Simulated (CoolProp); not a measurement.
CF4 (R14) at 284.94 K and 2.12 MPa is throttled through a valve to 1.21 MPa with no heat exchange. Each further row changes one setting.

Computed with CoolProp (reference Helmholtz-energy equation of state, Platzer 1990). This equation is an older, rougher fit.

| case | temperature change (K) | final density (kg/m³) |
|---|---|---|
| as stated | ___ | 48.6 |
| outlet pressure 0.363 MPa | ___ | ___ |
| outlet pressure 1.57 MPa | ___ | 63.6 |

Q: Complete the blanks.

A: 
- as stated, temperature change (K): -5.8
- outlet pressure 0.363 MPa, temperature change (K): -11.3
- outlet pressure 0.363 MPa, final density (kg/m³): 14.3
- outlet pressure 1.57 MPa, temperature change (K): -3.4
